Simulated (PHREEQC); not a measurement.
1 kg of water holding 0.0054 mol Na2SO4, 0.0051 mol KCl and 0.0032 mol Na2CO3 is evaporated at 25 °C; the solids stay in contact with the brine. The system is closed to CO2. Only these solids could form: Arcanite, Burkeite, Glaserite, Halite, Kalicinite, Mirabilite, Misenite, Nahcolite, Natron, Sylvite, Thenardite, Trona.

Model: Pitzer model, pitzer.dat, run in PHREEQC.

```json
[
 {"water left (kg)": "1", "ionic strength": "0.0303", "water activity": "0.999", "Na in solution (mol/kgw)": "0.0172", "C in solution (mol/kgw)": "0.00320", "Cl in solution (mol/kgw)": "0.00510", "pH": "10.72"},
 {"water left (kg)": "0.8219", "ionic strength": "0.0369", "water activity": "0.999", "Na in solution (mol/kgw)": "0.0209", "C in solution (mol/kgw)": "0.00389", "Cl in solution (mol/kgw)": "0.00621", "pH": "10.75"},
 {"water left (kg)": "0.6755", "ionic strength": "0.0450", "water activity": "0.999", "Na in solution (mol/kgw)": "0.0255", "C in solution (mol/kgw)": "0.00474", "Cl in solution (mol/kgw)": "0.00755", "pH": "10.78"},
 {"water left (kg)": "0.4563", "ionic strength": "0.0668", "water activity": "0.999", "Na in solution (mol/kgw)": "0.0377", "C in solution (mol/kgw)": "0.00701", "Cl in solution (mol/kgw)": "0.0112", "pH": "10.85"},
 {"water left (kg)": "0.375", "ionic strength": "0.0814", "water activity": "0.998", "Na in solution (mol/kgw)": "0.0459", "C in solution (mol/kgw)": "0.00853", "Cl in solution (mol/kgw)": "0.0136", "pH": "10.88"},
 {"water left (kg)": "0.3082", "ionic strength": "0.0992", "water activity": "0.998", "Na in solution (mol/kgw)": "0.0558", "C in solution (mol/kgw)": "0.0104", "Cl in solution (mol/kgw)": "0.0165", "pH": "10.91"},
 {"water left (kg)": "0.2534", "ionic strength": "0.121", "water activity": "0.998", "Na in solution (mol/kgw)": "0.0679", "C in solution (mol/kgw)": "0.0126", "Cl in solution (mol/kgw)": "0.0201", "pH": "10.94"},
 {"water left (kg)": "0.2082", "ionic strength": "0.147", "water activity": "0.997", "Na in solution (mol/kgw)": "0.0826", "C in solution (mol/kgw)": "0.0154", "Cl in solution (mol/kgw)": "0.0245", "pH": "10.97"},
 {"water left (kg)": "0.1711", "ionic strength": "0.179", "water activity": "0.997", "Na in solution (mol/kgw)": "0.101", "C in solution (mol/kgw)": "0.0187", "Cl in solution (mol/kgw)": "0.0298", "pH": "11.00"},
 {"water left (kg)": "0.1156", "ionic strength": "0.266", "water activity": "0.995", "Na in solution (mol/kgw)": "0.149", "C in solution (mol/kgw)": "0.0277", "Cl in solution (mol/kgw)": "0.0441", "pH": "11.06"},
 {"water left (kg)": "0.09503", "ionic strength": "0.323", "water activity": "0.994", "Na in solution (mol/kgw)": "0.181", "C in solution (mol/kgw)": "0.0337", "Cl in solution (mol/kgw)": "0.0537", "pH": "11.08"},
 {"water left (kg)": "0.07809", "ionic strength": "0.394", "water activity": "0.993", "Na in solution (mol/kgw)": "0.220", "C in solution (mol/kgw)": "0.0410", "Cl in solution (mol/kgw)": "0.0653", "pH": "11.11"},
 {"water left (kg)": "0.06419", "ionic strength": "0.479", "water activity": "0.992", "Na in solution (mol/kgw)": "0.268", "C in solution (mol/kgw)": "0.0499", "Cl in solution (mol/kgw)": "0.0795", "pH": "11.14"},
 {"water left (kg)": "0.05276", "ionic strength": "0.583", "water activity": "0.990", "Na in solution (mol/kgw)": "0.326", "C in solution (mol/kgw)": "0.0606", "Cl in solution (mol/kgw)": "0.0967", "pH": "11.17"},
 {"water left (kg)": "0.04336", "ionic strength": "0.710", "water activity": "0.988", "Na in solution (mol/kgw)": "0.397", "C in solution (mol/kgw)": "0.0738", "Cl in solution (mol/kgw)": "0.118", "pH": "11.19"},
 {"water left (kg)": "0.02931", "ionic strength": "1.05", "water activity": "0.983", "Na in solution (mol/kgw)": "0.587", "C in solution (mol/kgw)": "0.109", "Cl in solution (mol/kgw)": "0.174", "pH": "11.25"},
 {"water left (kg)": "0.02408", "ionic strength": "1.28", "water activity": "0.980", "Na in solution (mol/kgw)": "0.714", "C in solution (mol/kgw)": "0.133", "Cl in solution (mol/kgw)": "0.212", "pH": "11.27"},
 {"water left (kg)": "0.0198", "ionic strength": "1.56", "water activity": "0.975", "Na in solution (mol/kgw)": "0.869", "C in solution (mol/kgw)": "0.162", "Cl in solution (mol/kgw)": "0.258", "pH": "11.30"},
 {"water left (kg)": "0.01628", "ionic strength": "1.89", "water activity": "0.970", "Na in solution (mol/kgw)": "1.06", "C in solution (mol/kgw)": "0.197", "Cl in solution (mol/kgw)": "0.313", "pH": "11.33"},
 {"water left (kg)": "0.01338", "ionic strength": "2.31", "water activity": "0.964", "Na in solution (mol/kgw)": "1.29", "C in solution (mol/kgw)": "0.239", "Cl in solution (mol/kgw)": "0.381", "pH": "11.36"},
 {"water left (kg)": "0.011", "ionic strength": "2.80", "water activity": "0.957", "Na in solution (mol/kgw)": "1.56", "C in solution (mol/kgw)": "0.291", "Cl in solution (mol/kgw)": "0.463", "pH": "11.39"},
 {"water left (kg)": "0.007437", "ionic strength": "4.15", "water activity": "0.937", "Na in solution (mol/kgw)": "2.31", "C in solution (mol/kgw)": "0.430", "Cl in solution (mol/kgw)": "0.686", "pH": "11.47"},
 {"water left (kg)": "0.006104", "ionic strength": "5.06", "water activity": "0.922", "Na in solution (mol/kgw)": "2.82", "C in solution (mol/kgw)": "0.524", "Cl in solution (mol/kgw)": "0.836", "pH": "11.51"},
 {"water left (kg)": "0.005023", "ionic strength": "6.15", "water activity": "0.904", "Na in solution (mol/kgw)": "3.42", "C in solution (mol/kgw)": "0.637", "Cl in solution (mol/kgw)": "1.02", "pH": "11.56"}
]
```

Complexes and solids missing from the database can't appear.
